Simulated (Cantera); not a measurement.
An isothermal, constant-pressure homogeneous reactor starts with NO : N2 = 1 : 21 (molar parts), at 2125 K and 1330 Pa.

Computed with Cantera and GRI-Mech 3.0 (53 species, 325 reactions). Radical loss at walls, strong at low pressure, is not modelled.

Task: Predict: x(NO) at 3.00 s; x(O2) at 3.00 s; x(O) at 3.00 s; x(N2O) at 3.00 s; x(N2) at 3.00 s.

Result: 
```
Item                                                Result
----------------  ----------------------------------------
x(NO) at 3.00 s     0.0430 (gas-phase equilibrium 0.00363)
x(O2) at 3.00 s     0.00101 (gas-phase equilibrium 0.0199)
x(O) at 3.00 s    0.000427 (gas-phase equilibrium 0.00203)
x(N2O) at 3.00 s   8.55e-7 (gas-phase equilibrium 2.60e-8)
x(N2) at 3.00 s        0.956 (gas-phase equilibrium 0.974)
```
